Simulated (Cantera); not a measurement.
Feed: 1 mol Al, 0.35 mol Br2, 3.7 mol N2, held at 10.0 Torr.

Method: chemical equilibrium by Gibbs-energy minimisation in Cantera with the NASA 1993 tables (ideal gas, pure condensed phases). Candidate condensed phases: Al, AlBr3, AlN, Br2; 10 gas species. Equilibrium is a limit: real reactors are often held back by kinetics, nucleation or transport. All values below are at 1248 K.

Base state: N2 0.934, AlBr3 0.0656, Br 0.000252, AlBr 1.17e-5 (mole fractions); condensed: AlN(s).

Problem. What changes in the equilibrium state with this change: pressure from 10.0 Torr to 0.00825 Torr?

Solution. 
```
species        before    after
-----------  --------  -------
N2              0.934    0.921
AlBr3          0.0656   0.0572
AlBr          1.17e-5   0.0137
Br           0.000252  0.00837
AlN(s), mol     0.767    0.744
```
